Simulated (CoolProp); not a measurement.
n-undecane along the isobar 2.84 MPa: Z from the reference equation and from simpler models built on Tc = 638.8 K, pc = 1.990 MPa, ω = 0.539; each cubic takes its own stable root.

Model: reference Helmholtz-energy equation of state, Aleksandrov 2011, in CoolProp. It is a short technical equation, of lower accuracy than the large ones.

```json
[
 {"T (K)": "434", "phase": "liquid", "reference": "0.1937"},
 {"T (K)": "447.8", "phase": "liquid", "reference": "0.1911"},
 {"T (K)": "461.5", "phase": "liquid", "reference": "0.1889"},
 {"T (K)": "475.2", "phase": "liquid", "reference": "0.1870"},
 {"T (K)": "489", "phase": "liquid", "reference": "0.1855"},
 {"T (K)": "502.7", "phase": "liquid", "reference": "0.1844"},
 {"T (K)": "516.5", "phase": "liquid", "reference": "0.1837"},
 {"T (K)": "530.2", "phase": "liquid", "reference": "0.1834"},
 {"T (K)": "543.9", "phase": "liquid", "reference": "0.1835"},
 {"T (K)": "557.7", "phase": "liquid", "reference": "0.1843"},
 {"T (K)": "571.4", "phase": "liquid", "reference": "0.1857"}
]
```

How far does each simpler model (van der Waals, Soave-Redlich-Kwong, Peng-Robinson) lie from the reference over these 11 states: mean and median of the absolute difference, and the worst?


- van der Waals: mean 75.6 %, median 75.8 %, worst +79.2 % at 434 K and 2.84 MPa
- Soave-Redlich-Kwong: mean 17.6 %, median 17.0 %, worst +19.8 % at 571.4 K and 2.84 MPa
- Peng-Robinson: mean 4.2 %, median 3.8 %, worst +6.2 % at 571.4 K and 2.84 MPa
